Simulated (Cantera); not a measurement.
Input (Python, Cantera) and output of one run.

```python
import numpy as np
import cantera as ct

gas_names = [...]  # 123 gases of nasa_gas.yaml made of C, H, O, Si
cond_names = """
    C(gr) C6H6(L) C7H8(L) C8H18(L),n-octa H2O(s) H2O(L) Si(cr) Si(L) SiC(b) SiO2(Lqz) SiO2(hqz) SiO2(L)
""".split()


# ... load() reads the species with a 1 bar reference pressure and builds the phases ...
atoms = {
    'SiC': {'Si': 1, 'C': 1},
    'CO2': {'C': 1, 'O': 2},
    'H2': {'H': 2},
}
top_T = {'C(gr)': 4500, 'SiC(b)': 3050}  # K; cautious upper limits of use, not melting points


# ... equilibrate(T, P, feed) seeds the gas with the atoms and calls Mixture.equilibrate('TP', solver="vcs", rtol=1e-11, max_steps=5000) ...
results = []
feed = {'SiC': 1, 'CO2': 0.34, 'H2': 2.7}  # mol
P = 1000  # Pa
for T in [1323, 1348, 1373, 1398, 1423, 1448, 1473, 1498, 1523, 1548, 1573, 1598, 1623, 1648]:
    mix = equilibrate(T, P, feed)
    results.append((T, P, feed, dict(zip(mix.species_names, mix.species_moles))))

top = {s: max(r[3][s] / sum(r[3][g] for g in gas_names) for r in results) for s in gas_names}
cols = sorted((s for s in top if top[s] > 0.0001), key=lambda s: -top[s])[:8]
seen = [c for c in cond_names if any(r[3].get(c, 0) > 1e-12 for r in results)]
print("log10 of partial pressures in bar; condensed amounts in mol")
print(f"{'T/K':>10s}" + "".join(f"{s[:9]:>10s}" for s in cols + seen))
for T, P, feed, n in results:
    ng = sum(n[g] for g in gas_names)
    print(f"{T:10.4g}" + "".join(f"{np.log10(max(n[s] / ng * P / 1e5, 1e-99)):10.3f}" for s in cols)
          + "".join(f"{n.get(c, 0):10.4g}" for c in seen))
```

Result:

```
log10 of partial pressures in bar; condensed amounts in mol
       T/K        H2        CO       SiO         H     C(gr)    SiC(b) SiO2(hqz)
      1323    -2.041    -3.044    -6.117    -6.820    0.2773    0.7941    0.2057
      1348    -2.068    -2.842    -5.833    -6.669         0    0.8865    0.1131
      1373    -2.068    -2.842    -5.495    -6.511         0    0.8863    0.1127
      1398    -2.068    -2.842    -5.170    -6.359         0    0.8859    0.1119
      1423    -2.068    -2.842    -4.856    -6.212         0    0.8852    0.1104
      1448    -2.069    -2.841    -4.553    -6.070         0    0.8837    0.1074
      1473    -2.071    -2.840    -4.261    -5.933         0    0.8809    0.1017
      1498    -2.074    -2.838    -3.979    -5.802         0    0.8755   0.09096
      1523    -2.079    -2.834    -3.708    -5.676         0    0.8655   0.07101
      1548    -2.089    -2.827    -3.446    -5.556         0    0.8472   0.03431
      1573    -2.098    -2.821    -3.299    -5.440         0      0.83         0
      1598    -2.098    -2.821    -3.299    -5.323         0      0.83         0
      1623    -2.098    -2.821    -3.299    -5.209         0      0.83         0
      1648    -2.098    -2.822    -3.299    -5.099         0      0.83         0
```

Cantera equilibrium calculation (NASA polynomials, part measured and part estimated; ideal gas, pure solids and liquids). Mutual solubility and eutectic melting of coexisting phases are not modelled. The tables hold silica as quartz up to 1696 K and as liquid above; real silica turns to tridymite and cristobalite and melts near 1996 K.
